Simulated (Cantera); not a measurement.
A Cantera script and its output.

```python
import numpy as np
import cantera as ct

gas = ct.Solution("gri30.yaml")
gas.TPX = 1175, 101325, {'CH4': 1, 'C2H6': 0.035, 'O2': 3.12, 'N2': 11.7}
reactor = ct.IdealGasConstPressureReactor(gas, energy="on", clone=False)
net = ct.ReactorNet([reactor])
net.rtol, net.atol = 1e-08, 1e-16
show = ['CH4', 'C2H6', 'O2', 'HCN', 'H2O', 'CH3', 'O']
times = np.geomspace(3e-06, 2, 11)

steps = ct.SolutionArray(gas, extra=["t"])
rows = []
print(f"{'t/s':>10s}{'T/K':>9s}{'P/Pa':>11s}" + "".join(f"{s:>11s}" for s in show))
for t in times:
    while net.time < t:
        t_next = net.step()
        steps.append(gas.state, t=t_next)
    rows.append([np.interp(t, steps.t, y) for y in (steps.T, steps.P, *steps(*show).X.T)])
    print(f"{t:10.3e}{rows[-1][0]:9.1f}{rows[-1][1]:11.4g}" + "".join(f"{x:11.3e}" for x in rows[-1][2:]))
rate = np.gradient(steps.T, steps.t)
print("integrator steps:", len(steps.t))
if steps.T.max() > steps.T[0] + 200:
    print(f"time of steepest temperature rise: {steps.t[rate.argmax()]:.4e} s")
gas.TPX = 1175, 101325, {'CH4': 1, 'C2H6': 0.035, 'O2': 3.12, 'N2': 11.7}
gas.equilibrate("HP")
print(f"equilibrium (HP): T = {gas.T:.1f} K  " + "  ".join(f"{s} {gas[s].X[0]:.3e}" for s in show))
```

Result:

```
       t/s      T/K       P/Pa        CH4       C2H6         O2        HCN        H2O        CH3          O
 3.000e-06   1175.0  1.013e+05  6.307e-02  2.208e-03  1.968e-01  4.473e-26  1.043e-11  7.555e-09  2.639e-12
 1.147e-05   1175.0  1.013e+05  6.307e-02  2.207e-03  1.968e-01  6.586e-25  1.820e-10  2.890e-08  9.061e-12
 4.384e-05   1175.0  1.013e+05  6.307e-02  2.207e-03  1.968e-01  9.793e-24  2.684e-09  1.105e-07  3.232e-11
 1.676e-04   1175.0  1.013e+05  6.307e-02  2.207e-03  1.968e-01  1.529e-22  4.048e-08  4.229e-07  1.247e-10
 6.407e-04   1175.0  1.013e+05  6.307e-02  2.207e-03  1.968e-01  2.906e-21  6.859e-07  1.643e-06  5.631e-10
 2.449e-03   1175.1  1.013e+05  6.305e-02  2.201e-03  1.968e-01  2.250e-19  1.895e-05  7.608e-06  4.474e-09
 9.364e-03   1177.1  1.013e+05  6.265e-02  2.176e-03  1.964e-01  2.956e-17  3.822e-04  1.746e-05  1.783e-08
 3.580e-02   2422.5  1.013e+05  1.435e-18  3.651e-35  6.083e-02  4.963e-12  1.245e-01  1.024e-17  2.409e-03
 1.369e-01   2414.0  1.013e+05  1.365e-18  3.325e-35  5.815e-02  7.517e-12  1.248e-01  9.468e-18  2.251e-03
 5.232e-01   2413.9  1.013e+05  1.365e-18  3.322e-35  5.812e-02  7.541e-12  1.248e-01  9.460e-18  2.250e-03
 2.000e+00   2413.9  1.013e+05  1.365e-18  3.322e-35  5.812e-02  7.541e-12  1.248e-01  9.460e-18  2.250e-03
integrator steps: 2252
time of steepest temperature rise: 2.1258e-02 s
equilibrium (HP): T = 2413.9 K  CH4 1.977e-18  C2H6 5.812e-35  O2 5.812e-02  HCN 7.541e-12  H2O 1.248e-01  CH3 1.371e-17  O 2.250e-03
```

Model: GRI-Mech 3.0 (53 species, 325 reactions), integrated in Cantera.
